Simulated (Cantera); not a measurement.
Input: 1 mol SiCl₄, 1.6 mol HCl, 7.1 mol H₂, held at 1298.15 K and 14.0 bar.

Cantera equilibrium calculation (NASA polynomials, part measured and part estimated; ideal gas, pure solids and liquids). Candidate condensed phases: Si; 19 gas species. The tables' values for SiCl₃ are old estimates; treat these amounts as uncertain. The numbers say what is thermodynamically allowed, not how fast it happens.

Base state: H₂ 0.714, HCl 0.183, SiCl₄ 0.0857, SiHCl₃ 0.0151, SiCl₃ 0.00157, SiH₂Cl₂ 0.000377, SiCl₂ 0.000173 (mole fractions); condensed: gas only.

### Question
What changes in the equilibrium state with this change: HCl from 1.6 to 2.4 mol?

### Answer
| species | before | after |
|---|---|---|
| H₂ | 0.714 | 0.664 |
| HCl | 0.183 | 0.240 |
| SiCl₄ | 0.0857 | 0.0834 |
| SiHCl₃ | 0.0151 | 0.0104 |
| SiH₂Cl₂ | 0.000377 | 0.000183 |
| SiCl₂ | 0.000173 | 9.01e-5 |
| SiCl₃ | 0.00157 | 0.00112 |

### Question
What changes in the equilibrium state with this change: 0.74 mol HF added?

### Answer
```
species  before     after
-------  ------  --------
H₂        0.714     0.669
HCl       0.183     0.235
SiCl₄    0.0857    0.0680
SiF₄          0    0.0165
SiHCl₃   0.0151   0.00875
SiHF₃         0   0.00122
HF            0  0.000830
```
The tables' values for SiCl₃, SiF₃ are old estimates; treat these amounts as uncertain.

### Question
What changes in the equilibrium state with this change: temperature from 1298.15 K to 1050 K?

### Answer
```
species    before    after
-------  --------  -------
H₂          0.714    0.727
HCl         0.183    0.169
SiCl₄      0.0857   0.0986
SiHCl₃     0.0151  0.00440
SiCl₂    0.000173  3.59e-7
SiCl₃     0.00157  4.42e-5
SiH₂Cl₂  0.000377  2.23e-5
```
